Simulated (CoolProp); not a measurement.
Hydrogen chloride at several states: density (kg/m³) from the reference equation and from simpler models built on Tc = 324.7 K, pc = 8.314 MPa, ω = 0.130; each cubic takes its own stable root.

The numbers come from the reference Helmholtz-energy equation of state, Thol 2018 in CoolProp.

```json
[
 {"T (K)": "199.8", "p (MPa)": "0.0249", "phase": "gas", "reference": "0.5496"},
 {"T (K)": "253.8", "p (MPa)": "29.4", "phase": "liquid", "reference": "1069"},
 {"T (K)": "566.9", "p (MPa)": "21", "phase": "supercritical", "reference": "180.3"},
 {"T (K)": "514.6", "p (MPa)": "5.61", "phase": "gas", "reference": "50.54"},
 {"T (K)": "617.4", "p (MPa)": "0.016", "phase": "gas", "reference": "0.1137"},
 {"T (K)": "323.5", "p (MPa)": "0.762", "phase": "gas", "reference": "10.71"}
]
```

Problem. How far does each simpler model (van der Waals, Redlich-Kwong, Soave-Redlich-Kwong) lie from the reference over these 6 states: mean and median of the absolute difference, and the worst?

Solution. 
- van der Waals: mean 7.3 %, median 0.7 %, worst -37.0 % at 253.8 K and 29.4 MPa
- Redlich-Kwong: mean 2.3 %, median 0.2 %, worst -13.1 % at 253.8 K and 29.4 MPa
- Soave-Redlich-Kwong: mean 3.3 %, median 1.0 %, worst -12.2 % at 253.8 K and 29.4 MPa
